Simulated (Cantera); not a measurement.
## Ignition delay

Mixture: C3H8 : O2 : N2 = 1 : 8.06 : 41.1 (molar parts), equivalence ratio 0.62, at 1.00 atm, adiabatic and at constant volume. Ignition delay is the time to a rise of 400 K.

Detailed kinetics in Cantera: GRI-Mech 3.0 (53 species, 325 reactions). GRI-Mech 3.0 was tuned for natural gas; its chemistry of propane as a main component is partial and can be far from experiment.

```csv
T0 (K),delay (ms)
1300,1.03
1350,0.469
1400,0.237
1450,0.131
1500,0.0792
1550,0.0515
1600,0.0356
1650,0.0260
1700,0.0199
```

```json
{
 "apparent activation energy between 1600 and 1700 K": "130 kJ/mol"
}
```
